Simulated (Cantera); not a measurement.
An isothermal, constant-pressure homogeneous reactor starts with NO : N2 = 1 : 0.33 (molar parts), at 2175 K and 85000 Pa.

Detailed kinetics in Cantera: GRI-Mech 3.0 (53 species, 325 reactions).

One state of this run: x NO = 0.725; x O = 0.000451; x O2 = 0.0127; x N2 = 0.261; x NO2 = 0.000310. x: mole fraction; the columns are a selection and need not sum to one.

**Question.** Which value of t (s) does it belong to?
A) 0.400
B) 7.11
C) 0.00533
D) 0.000300

**Answer.** C, 0.00533
